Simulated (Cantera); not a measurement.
Low-pressure radical oxidation in H2/O2

A perfectly stirred reactor is fed with 2.15 % H₂, 97.8 % O₂, equivalence ratio 0.011, at 1330 Pa; it is held at 1350 K, and followed from long to short residence time.

Detailed kinetics in Cantera: the H2/O2 subset of GRI-Mech 3.0, which has no nitrogen chemistry. Radical loss at walls, strong at low pressure, is not modelled.

| τ (s) | x H₂ | x O₂ | x OH | x H₂O₂ | x O | x H | x HO₂ |
|---|---|---|---|---|---|---|---|
| 0.53 | 9.35e-5 | 0.972 | 0.00148 | 2.07e-8 | 0.00588 | 0.000267 | 6.31e-7 |
| 0.35 | 0.000116 | 0.970 | 0.00163 | 2.22e-8 | 0.00719 | 0.000362 | 7.00e-7 |
| 0.23 | 0.000144 | 0.969 | 0.00179 | 2.36e-8 | 0.00864 | 0.000477 | 7.67e-7 |
| 0.15 | 0.000179 | 0.967 | 0.00195 | 2.49e-8 | 0.0102 | 0.000613 | 8.31e-7 |
| 0.10 | 0.000219 | 0.965 | 0.00209 | 2.61e-8 | 0.0116 | 0.000751 | 8.86e-7 |
| 0.067 | 0.000269 | 0.964 | 0.00223 | 2.73e-8 | 0.0128 | 0.000888 | 9.35e-7 |
| 0.044 | 0.000337 | 0.963 | 0.00236 | 2.86e-8 | 0.0139 | 0.00103 | 9.82e-7 |
| 0.029 | 0.000431 | 0.962 | 0.00250 | 3.01e-8 | 0.0148 | 0.00116 | 1.02e-6 |
| 0.019 | 0.000564 | 0.961 | 0.00264 | 3.20e-8 | 0.0153 | 0.00128 | 1.07e-6 |
| 0.013 | 0.000734 | 0.961 | 0.00278 | 3.41e-8 | 0.0156 | 0.00138 | 1.11e-6 |
| 0.0085 | 0.00101 | 0.961 | 0.00297 | 3.72e-8 | 0.0156 | 0.00148 | 1.15e-6 |
x: mole fraction; the columns are a selection and need not sum to one.
